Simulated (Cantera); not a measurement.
An isothermal, constant-pressure homogeneous reactor starts with 5.66 % H₂, 31.4 % O₂, 62.9 % N₂, equivalence ratio 0.090, at 1300 K and 0.829 atm.

Model: the H2/O2 subset of GRI-Mech 3.0, which has no nitrogen chemistry, integrated in Cantera. The temperature is held fixed by assumption; the heat of reaction is taken as removed at once.

One state of this run: x H₂ = 1.44e-8; x O₂ = 0.294; x O = 1.54e-7; x OH = 1.11e-5; x H = 2.04e-10; x H₂O = 0.0582. x: mole fraction; the columns are a selection and need not sum to one.

Problem. Which value of t (s) does it belong to?
(A) 0.0285
(B) 0.000285
(C) 0.0900
(D) 0.00900

Solution. C, 0.0900
